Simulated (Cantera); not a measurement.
Ignition delay

Mixture: H2 : O2 : N2 : H2O = 1 : 0.417 : 1.57 : 0.097 (molar parts), equivalence ratio 1.2, at 7500 Torr, adiabatic and at constant volume. Ignition delay is the time to a rise of 400 K.

Model: GRI-Mech 3.0 (53 species, 325 reactions), integrated in Cantera. The hydrogen kinetics of GRI-Mech 3.0 are dated; newer H2 mechanisms differ, most at raised pressure. Where the delays flatten at high temperature, the 400 K rule measures the pace of heat release, not the induction time.

| T0 (K) | delay (ms) |
|---|---|
| 1275 | 0.0150 |
| 1350 | 0.00407 |
| 1425 | 0.00227 |
| 1500 | 0.00154 |
| 1575 | 0.00115 |
| 1650 | 0.000912 |
| 1725 | 0.000749 |

```
Item                                                    Value
--------------------------------------------------  ---------
apparent activation energy between 1575 and 1725 K  65 kJ/mol
```
